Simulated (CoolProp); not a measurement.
Vapour-liquid equilibrium of carbon dioxide (1) + neopentane (2) at 8.35 °C; x and y are mole fractions of (1).

Model: multi-fluid Helmholtz-energy mixture model, Span 1996 and Lemmon 2006; pair parameters Bell 2016, in CoolProp.

```csv
x,"bubble pressure, mixture model (bar)","bubble pressure, Raoult's law (bar)","y, mixture model","y, Raoult's law"
0.05,3.491,3.084,0.716,0.701
0.2,11.27,9.419,0.908,0.917
0.35,18.06,15.75,0.941,0.960
0.5,23.37,22.09,0.955,0.978
0.65,27.90,28.43,0.964,0.988
0.8,33.00,34.76,0.975,0.994
0.95,40.14,41.10,0.992,0.999
```

The largest gap from Raoult's law is +19.7 % in bubble pressure, at x = 0.2. No azeotrope shows between x = 0.05 and 0.95.

Pair parameters are fitted to limited data, so mixtures are less certain than the pure fluids. The gap from Raoult's law changes sign with composition, which may be real or a fault of the pair parameters; it wasn't checked against measurements.
